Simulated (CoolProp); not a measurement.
Vapour-liquid equilibrium of propylene (1) + propane (2) at 17.2 bar; x and y are mole fractions of (1).

Computed with CoolProp (multi-fluid Helmholtz-energy mixture model, Lemmon 2013 and Lemmon 2009; pair parameters Bell 2016).

Question: Give the bubble temperature and the first vapour's composition at x = 0.05, 0.575, 0.725. Is there an azeotrope?

Answer: x = 0.05: 322.7 K, y = 0.058; x = 0.575: 317.6 K, y = 0.603; x = 0.725: 316.5 K, y = 0.745. No azeotrope shows between x = 0.05 and 0.95.

Pair parameters are fitted to limited data, so mixtures are less certain than the pure fluids.
